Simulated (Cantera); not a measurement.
Input (Python, Cantera):

```python
import numpy as np
import cantera as ct

gas = ct.Solution("gri30.yaml")
gas.TPX = 550, 790000, {'CH4': 1, 'O2': 1.43, 'N2': 3.57}
flame = ct.FreeFlame(gas, width=0.0094)
flame.set_refine_criteria(ratio=3, slope=0.08, curve=0.16)
flame.transport_model = "mixture-averaged"
flame.solve(loglevel=0, auto=True)
z, T = flame.grid, flame.T
thick = (T[-1] - T[0]) / np.gradient(T, z).max()
show = ['CH4', 'O2', 'H', 'CO2', 'NO2', 'H2O2']
print(f"laminar burning velocity  {flame.velocity[0] * 100:.3f} cm/s")
print(f"burnt temperature         {T[-1]:.1f} K")
print(f"thermal thickness         {thick * 1e3:.4f} mm")
print(f"grid points               {len(z)}")
z0 = z[flame.heat_release_rate.argmax()]
print(f"{'z/mm':>9s}{'T/K':>9s}{'u/(m/s)':>9s}" + "".join(f"{s:>11s}" for s in show))
rows = []
for k in (-3, -2, -1.5, -1, -0.5, -0.25, 0, 0.25, 0.5, 1, 2, 4, 8):
    zz = z0 + k * thick
    rows.append([k * thick, np.interp(zz, z, T), np.interp(zz, z, flame.velocity),
                 *(np.interp(zz, z, flame.X[gas.species_index(s)]) for s in show)])
    print(f"{rows[-1][0] * 1e3:9.3f}{rows[-1][1]:9.1f}{rows[-1][2]:9.3f}" + "".join(f"{x:11.3e}" for x in rows[-1][3:]))
```

It prints:

```
laminar burning velocity  67.212 cm/s
burnt temperature         2495.8 K
thermal thickness         0.0657 mm
grid points               146
     z/mm      T/K  u/(m/s)        CH4         O2          H        CO2        NO2       H2O2
   -0.197    550.5    0.675  1.661e-01  2.376e-01  1.261e-14  3.996e-07  9.582e-10  4.312e-08
   -0.131    555.7    0.685  1.645e-01  2.359e-01  2.172e-12  8.037e-06  1.653e-08  5.996e-07
   -0.099    576.3    0.715  1.615e-01  2.330e-01  1.091e-10  5.591e-05  9.758e-08  3.067e-06
   -0.066    703.3    0.887  1.492e-01  2.209e-01  2.891e-08  6.218e-04  7.038e-07  1.994e-05
   -0.033   1254.3    1.629  1.016e-01  1.639e-01  2.572e-05  6.102e-03  1.313e-06  6.070e-05
   -0.016   1722.2    2.278  5.829e-02  1.063e-01  3.008e-04  1.416e-02  4.087e-07  1.689e-05
    0.000   2137.9    2.873  1.934e-02  4.724e-02  1.775e-03  2.567e-02  4.182e-08  7.427e-06
    0.016   2349.6    3.174  4.269e-03  1.525e-02  3.690e-03  3.593e-02  1.049e-08  1.981e-06
    0.033   2424.3    3.273  1.068e-03  4.607e-03  4.434e-03  4.261e-02  7.701e-09  5.793e-07
    0.066   2463.2    3.318  1.319e-04  5.722e-04  4.237e-03  4.844e-02  7.852e-09  1.273e-07
    0.131   2480.5    3.337  7.482e-06  9.990e-05  3.450e-03  5.056e-02  8.413e-09  5.801e-08
    0.263   2490.8    3.349  1.597e-07  5.785e-05  2.775e-03  5.071e-02  8.223e-09  3.845e-08
    0.526   2495.2    3.354  1.391e-09  4.489e-05  2.467e-03  5.066e-02  7.947e-09  3.092e-08
```

Detailed kinetics in Cantera: GRI-Mech 3.0 (53 species, 325 reactions). Burning velocities carry a grid error of a few per cent, more on coarse grids.
